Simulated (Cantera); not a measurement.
Input: 1 mol HMDSO, 0.91 mol CO2, 0.15 mol H2O, at 0.0713 Torr.

These are equilibrium values from Cantera (NASA tables, ideal gas, pure condensed phases), not measurements of a reactor. Candidate condensed phases: C, C6H6, C7H8, C8H18, H2O, Si, SiC, SiO2; 123 gas species. The feed counts by its element totals alone. Rates play no part.

### Question
At 1623 K, list the 6 most abundant gas species with their mole fractions, and the condensed phases.

### Answer
H2 0.750, CO 0.244, H 0.00614, SiO 0.000768, C2H2 (acetylene) 2.61e-5, Si 1.87e-5. Condensed: C(graphite) + SiC(s).
